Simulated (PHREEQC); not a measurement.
A PHREEQC speciation (ion-association model, phreeqc.dat) at 90 °C gives pH 5.45 and these molalities:

| species | mol/kgw |
|---|---|
| Cl- | 0.00169 |
| Pb+2 | 0.000766 |
| PbCl+ | 0.000150 |
| H+ | 3.73e-6 |
| PbOH+ | 3.51e-6 |
| PbCl2 | 1.31e-7 |
| OH- | 1.19e-7 |

**Question.** What are the element totals, and what could have been dissolved in 1 kg of water to give them?

**Answer.** One answer among several that fit: totals Cl 0.00184, Pb 0.000920 mol/kgw, from 0.92 mmol/kgw PbCl2.

This is a speciation only: nothing precipitates in the calculation. Saturation is exceeded, for instance for Pb(OH)2; the values hold only as long as no solid forms. Species that the database lacks are ignored. Constants without temperature data keep their 25 °C values here.
